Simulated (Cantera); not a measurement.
A closed system holds: 1 mol Si3N4, 0.83 mol O2, 3.5 mol H2, held at 0.133 bar.

Method: chemical equilibrium by Gibbs-energy minimisation in Cantera with the NASA 1993 tables (ideal gas, pure condensed phases). Candidate condensed phases: H2O, Si, SiO2, Si2N2O, Si3N4; 35 gas species. Mutual solubility and eutectic melting of coexisting phases are not modelled. Rates play no part. All values below are at 1050 K.

Base state: H2 0.863, N2 0.136, H2O 4.32e-5, NH3 1.68e-5 (mole fractions); condensed: SiO2(β-quartz) + Si2N2O(s).

What changes in the equilibrium state with this change: Si3N4 replaced by Si?


| species | before | after |
|---|---|---|
| H2 | 0.863 | 1.00 |
| H2O | 4.32e-5 | 3.14e-9 |
| N2 | 0.136 | 0 |
| NH3 | 1.68e-5 | 0 |
| SiO2(β-quartz), mol | 0.107 | 0.830 |
| Si2N2O(s), mol | 1.45 | 0 |
| Si(s), mol | 0 | 0.170 |
